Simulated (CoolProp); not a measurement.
Vapour pressure (kPa) of fluorine: the reference equation beside estimates from Tc = -128.7 °C, pc = 5240 kPa, ω = 0.045. Clausius-Clapeyron is anchored at -188.55 °C with a constant enthalpy of vaporisation of 6.641 kJ/mol.

The numbers come from the reference Helmholtz-energy equation of state, de Reuck 1990 in CoolProp.

| T (°C) | reference | Lee-Kesler | Clausius-Clapeyron | van der Waals | Redlich-Kwong |
|---|---|---|---|---|---|
| -204.35 | 9.662 | 10.04 | 11.02 | 104.2 | 5.899 |
| -200.45 | 18.89 | 19.47 | 20.55 | 152.4 | 13.00 |
| -196.45 | 34.76 | 35.64 | 36.44 | 216.7 | 26.31 |
| -192.45 | 59.87 | 61.15 | 61.05 | 298.1 | 48.79 |
| -188.55 | 96.35 | 98.19 | 96.35 | 395.9 | 83.07 |
| -184.55 | 149.7 | 152.3 | 147.6 | 517.0 | 135.0 |
| -180.55 | 223.3 | 226.8 | 217.8 | 661.0 | 208.6 |
| -176.65 | 318.6 | 323.3 | 308.7 | 825.1 | 305.6 |

Absolute difference from the reference over all 8 rows, mean and median: Lee-Kesler 2.3 and 2.0 %, Clausius-Clapeyron 4.6 and 2.8 %, van der Waals 439.7 and 354.4 %, Redlich-Kwong 18.4 and 16.1 %.
